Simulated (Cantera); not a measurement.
An isothermal, constant-pressure homogeneous reactor starts with 79.4 % NO, 20.6 % N2, at 2223 K and 0.0440 bar.

Computed with Cantera and GRI-Mech 3.0 (53 species, 325 reactions). Radical loss at walls, strong at low pressure, is not modelled.

x: mole fraction; the columns are a selection and need not sum to one.

| t (s) | x NO | x N2 | x O2 | x N2O | x O |
|---|---|---|---|---|---|
| 8.00e-5 | 0.794 | 0.206 | 6.23e-8 | 1.09e-5 | … |
| 0.000258 | 0.794 | 0.206 | 6.61e-7 | 3.38e-5 | … |
| 0.000831 | 0.793 | 0.206 | 7.38e-6 | 9.71e-5 | … |
| 0.00268 | 0.793 | 0.207 | 9.19e-5 | 0.000219 | … |
| 0.00863 | 0.789 | 0.208 | 0.00115 | 0.000274 | … |
| 0.0278 | 0.772 | 0.216 | 0.00875 | 0.000226 | … |
| 0.0896 | 0.708 | 0.248 | 0.0401 | 0.000169 | … |
| 0.289 | 0.483 | 0.360 | 0.151 | 6.38e-5 | … |
| 0.931 | 0.113 | 0.544 | 0.334 | 2.98e-6 | 0.00869 |
| 3.00 | 0.0191 | 0.591 | 0.381 | 1.84e-7 | 0.00925 |

**Question.** What belongs in the gaps?

**Answer.** 
- 8.00e-5, x O: 1.12e-5
- 0.000258, x O: 3.71e-5
- 0.000831, x O: 0.000130
- 0.00268, x O: 0.000487
- 0.00863, x O: 0.00156
- 0.0278, x O: 0.00267
- 0.0896, x O: 0.00376
- 0.289, x O: 0.00612
